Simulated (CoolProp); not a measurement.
Model: reference Helmholtz-energy equation of state, Thol 2019, in CoolProp.

Problem. Give the vapour pressure (kPa), liquid density (kg/m³), vapour Z, surface tension (mN/m) of saturated tetradecamethylhexasiloxane (MD4M) at 139.95, 194.35, 205.15 °C.

Solution. 
| T (°C) | p (kPa) | liquid density (kg/m³) | vapour Z | surface tension (mN/m) |
|---|---|---|---|---|
| 139.95 | 2.39 | 774 | 0.993 | 10.8 |
| 194.35 | 18.3 | 716 | 0.966 | 7.64 |
| 205.15 | 25.4 | 704 | 0.956 | 7.05 |

Surface tension comes from a separate correlation (Mulero 2014), older than this fluid's equation and unchecked against measurements.
